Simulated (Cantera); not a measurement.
What does this Cantera script print?

```python
import numpy as np
import cantera as ct

gas_names = """
    C CH CH2 CH3 CH2OH CH3O CH4 CH3OH CN CO CO2 COOH C2 C2H CHCO,ketyl C2H2,acetylene C2H2,vinylidene
    CH2CO,ketene C2H3,vinyl CH3CN CH3CO,acetyl C2H4 C2H4O,ethylen CH3CHO,ethanal CH3COOH (HCOOH)2 C2H5
    C2H6 CH3OCH3 C2H5OH CCN CNC C2N2 C2O C3 C3H3,propargyl C3H4,allene C3H4,propyne C3H4,cyclo-
    C3H5,allyl C3H6,propylene C3H6,cyclo- C3H6O C3H7,n-propyl C3H7,i-propyl C3H8 C3H8O,1propanol
    C3H8O,2propanol C3O2 C4 C4H2 C4H4,1,3-cyclo- C4H6,butadiene C4H6,2-butyne C4H6,cyclo- C4H8,1-butene
    C4H8,cis2-buten C4H8,tr2-butene C4H8,isobutene C4H8,cyclo- (CH3COOH)2 C4H9,n-butyl C4H9,i-butyl
    C4H9,s-butyl C4H9,t-butyl C4H10,isobutane C4H10,n-butane C4N2 C5 C5H6,1,3cyclo- C5H8,cyclo-
    C5H10,1-pentene C5H10,cyclo- C5H11,pentyl C5H11,t-pentyl C5H12,n-pentane C5H12,i-pentane
    CH3C(CH3)2CH3 C6H2 C6H5,phenyl C6H5O,phenoxy C6H6 C6H5OH,phenol C6H10,cyclo- C6H12,1-hexene
    C6H12,cyclo- C6H13,n-hexyl C7H7,benzyl C7H8 C7H8O,cresol C7H14,1-heptene C7H15,n-heptyl
    C7H16,n-heptane C8H8,styrene C8H10,ethylbenz C8H16,1-octene C8H17,n-octyl C8H18,isooctane
    C8H18,n-octane C9H19,n-nonyl C10H8,naphthale C10H21,n-decyl C12H9,o-bipheny C12H10,bipheny H HCN HCO
    HCCN HNC HNCO HNO HNO2 HNO3 HO2 H2 HCHO,formaldehy HCOOH H2O H2O2 N NCO NH NH2 NH3 NH2OH NO NO2 NO3
    N2 N2H2 N2H4 N2O O OH O2 O3
""".split()
cond_names = """
    C(gr) C6H6(L) C7H8(L) C8H18(L),n-octa H2O(s) H2O(L)
""".split()


def load(file, names, dense=False):
    # The tables refer to 1 bar. Condensed volumes are neglected.
    table = {s.name: s for s in ct.Species.list_from_file(file)}
    out = []
    for n in names:
        d = dict(table[n].input_data)
        d["thermo"] = dict(d["thermo"], **{"reference-pressure": 1e5})
        if dense:
            d["equation-of-state"] = {"model": "constant-volume", "density": "1e6 g/cm^3"}
        out.append(ct.Species.from_dict(d))
    return out


gas = ct.Solution(thermo="ideal-gas", species=load("nasa_gas.yaml", gas_names))
cond = {s.name: ct.Solution(thermo="fixed-stoichiometry", species=[s], name=s.name)
        for s in load("nasa_condensed.yaml", cond_names, dense=True)}
atoms = {
    'C2H5OH': {'C': 2, 'H': 6, 'O': 1},
    'NH3': {'N': 1, 'H': 3},
    'O2': {'O': 2},
}
top_T = {'C(gr)': 4500}  # K; cautious upper limits of use, not melting points


def equilibrate(T, P, feed):
    n = {}
    for name, mol in feed.items():
        for a, k in atoms[name].items():
            n[a] = n.get(a, 0.0) + k * mol
    gas.TPX = T, P, n
    mass = sum(n.values()) * gas.mean_molecular_weight
    gas.equilibrate("TP")
    valid = [c for c in cond.values() if c.min_temp <= T <= top_T.get(c.name, c.max_temp)]
    mix = ct.Mixture([(gas, mass / gas.mean_molecular_weight)] + [(c, 0.0) for c in valid])
    mix.T, mix.P = T, P
    mix.equilibrate("TP", solver="vcs", rtol=1e-11, max_steps=5000)
    return mix


results = []
feed = {'C2H5OH': 1, 'NH3': 0.027, 'O2': 0.27}  # mol
T = 1375  # K
for P in [10, 160, 2500, 40000, 630000, 10000000]:
    mix = equilibrate(T, P, feed)
    results.append((T, P, feed, dict(zip(mix.species_names, mix.species_moles))))

top = {s: max(r[3][s] / sum(r[3][g] for g in gas_names) for r in results) for s in gas_names}
cols = sorted((s for s in top if top[s] > 0.001), key=lambda s: -top[s])[:8]
seen = [c for c in cond_names if any(r[3].get(c, 0) > 1e-12 for r in results)]
print("log10 of partial pressures in bar; condensed amounts in mol")
print(f"{'P/Pa':>10s}" + "".join(f"{s[:9]:>10s}" for s in cols + seen))
for T, P, feed, n in results:
    ng = sum(n[g] for g in gas_names)
    print(f"{P:10.4g}" + "".join(f"{np.log10(max(n[s] / ng * P / 1e5, 1e-99)):10.3f}" for s in cols)
          + "".join(f"{n.get(c, 0):10.4g}" for c in seen))
```

Result:

```
log10 of partial pressures in bar; condensed amounts in mol
      P/Pa        H2        CO       CH4       H2O       CO2        N2     C(gr)
        10    -4.179    -4.475   -10.662   -10.991   -11.602    -6.533    0.4599
       160    -2.975    -3.271    -8.253    -8.583    -9.194    -5.329    0.4599
      2500    -1.781    -2.077    -5.866    -6.195    -6.806    -4.135    0.4598
     4e+04    -0.578    -0.873    -3.459    -3.788    -4.398    -2.931    0.4582
   6.3e+05     0.608     0.322    -1.087    -1.408    -2.009    -1.726    0.4364
     1e+07     1.691     1.474     1.079     0.828     0.296    -0.463    0.3336
```

These are equilibrium values from Cantera (NASA tables, ideal gas, pure condensed phases), not measurements of a reactor. The ideal-gas law is rough above about 30 bar.
